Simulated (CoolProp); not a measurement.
Vapour-liquid equilibrium of 1-butene (1) + acetone (2) at 0.749 MPa; x and y are mole fractions of (1).

The numbers come from the multi-fluid Helmholtz-energy mixture model, Lemmon 2005 and Lemmon 2006; pair parameters Bell 2016 in CoolProp.

Task: Give the bubble temperature and the first vapour's composition at x = 0.2, 0.5, 0.8. Is there an azeotrope?

Result: x = 0.2: 93.0 °C, y = 0.619; x = 0.5: 72.3 °C, y = 0.830; x = 0.8: 64.0 °C, y = 0.916. No azeotrope shows between x = 0.05 and 0.95.

Pair parameters are fitted to limited data, so mixtures are less certain than the pure fluids.
